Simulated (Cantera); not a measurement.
Charge: 1 mol Al(CH3)3, 4.6 mol N2O, 41 mol N2, at 0.0900 Torr.

Equilibrium computed with Cantera from the NASA thermochemical tables; the gas is ideal and each condensed phase is pure. Candidate condensed phases: Al, AlN, Al2O3, C, C6H6, C7H8, C8H18, H2O; 148 gas species. The feed counts by its element totals alone. Equilibrium is a limit: real reactors are often held back by kinetics, nucleation or transport.

**Question.** At 725 K, list the 5 most abundant gas species with their mole fractions, and the condensed phases.

**Answer.** N2 0.859, H2 0.0844, CO 0.0549, CO2 0.00157, H2O 0.000320. Condensed: Al2O3(s).
